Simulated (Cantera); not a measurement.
A freely propagating, adiabatic, planar premixed flame of H2 : O2 : N2 = 1 : 0.833 : 3.13 (molar parts), unburnt at 450 K and 0.140 bar; mixture-averaged transport, grid criteria slope 0.08 and curve 0.16, no radiation.

Cantera simulation using the H2/O2 subset of GRI-Mech 3.0, which has no nitrogen chemistry; the numbers are that mechanism's predictions, not measurements. Burning velocities carry a grid error of a few per cent, more on coarse grids. Lean hydrogen flames are cellular in practice and burn faster than this planar one.

Task: How do the results move with these cheaper or finer settings: unity-Lewis-number transport; multicomponent transport; multicomponent+Soret transport; grid criteria slope 0.5, curve 1; grid criteria slope 0.25, curve 0.5; grid criteria slope 0.03, curve 0.06?

Result: 
```csv
setting,laminar burning velocity,thermal thickness,peak x(O),peak x(HO2),grid points
as above,235 cm/s,5.08 mm,0.0134,9.70e-5,116
unity-Lewis-number transport,164 cm/s,3.48 mm,0.0147,7.66e-5,114
multicomponent transport,231 cm/s,5.04 mm,0.0134,9.73e-5,116
multicomponent+Soret transport,215 cm/s,4.97 mm,0.0131,9.68e-5,116
"grid criteria slope 0.5, curve 1",283 cm/s,6.47 mm,0.0139,9.29e-5,33
"grid criteria slope 0.25, curve 0.5",255 cm/s,5.54 mm,0.0135,9.43e-5,53
"grid criteria slope 0.03, curve 0.06",231 cm/s,4.99 mm,0.0133,9.75e-5,290
```
Unity Lewis numbers drop preferential diffusion, which matters most where H2 and H carry the flame; Soret adds thermal diffusion.
